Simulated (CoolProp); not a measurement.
R1234ze(Z) along the isotherm 303.1 K: Z from the reference equation and from simpler models built on Tc = 423.3 K, pc = 3.531 MPa, ω = 0.327; each cubic takes its own stable root.

The numbers come from the reference Helmholtz-energy equation of state, Akasaka 2019 in CoolProp.

| p (MPa) | phase | reference |
|---|---|---|
| 0.981 | liquid | 0.03656 |
| 1.96 | liquid | 0.07283 |
| 2.94 | liquid | 0.1089 |
| 3.92 | liquid | 0.1448 |
| 4.9 | liquid | 0.1805 |
| 5.88 | liquid | 0.2161 |
| 6.87 | liquid | 0.2518 |
| 7.85 | liquid | 0.2870 |
| 8.83 | liquid | 0.3220 |

**Question.** How far does each simpler model (van der Waals, Peng-Robinson) lie from the reference over these 9 states: mean and median of the absolute difference, and the worst?

**Answer.** 
- van der Waals: mean 82.6 %, median 82.1 %, worst +88.1 % at 303.1 K and 0.981 MPa
- Peng-Robinson: mean 8.5 %, median 8.5 %, worst +8.9 % at 303.1 K and 0.981 MPa
